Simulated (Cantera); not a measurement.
Charge: 1 mol HMDSO, 0.74 mol O₃, 0.29 mol H₂, 0.42 mol N₂O, at 402 °C and 0.00990 bar.

Method: chemical equilibrium by Gibbs-energy minimisation in Cantera with the NASA 1993 tables (ideal gas, pure condensed phases). Candidate condensed phases: C, C₆H₆, C₇H₈, C₈H₁₈, H₂O, Si, SiC, SiO₂, Si₂N₂O, Si₃N₄; 151 gas species. The feed counts by its element totals alone. Kinetics and transport are ignored.

Base state: H₂ 0.859, CH₄ 0.107, N₂ 0.0346, NH₃ 1.92e-5 (mole fractions); condensed: C(graphite) + SiO₂(α-quartz) + Si₂N₂O(s).

### Question
What changes in the equilibrium state with this change: N₂O from 0.42 to 0.5 mol?

### Answer
```
species               before    after
-------------------  -------  -------
H₂                     0.859    0.849
CH₄                    0.107    0.104
N₂                    0.0346   0.0463
NH₃                  1.92e-5  2.18e-5
C(graphite), mol        5.08     5.08
SiO₂(α-quartz), mol     1.76     1.81
Si₂N₂O(s), mol         0.120   0.0933
```
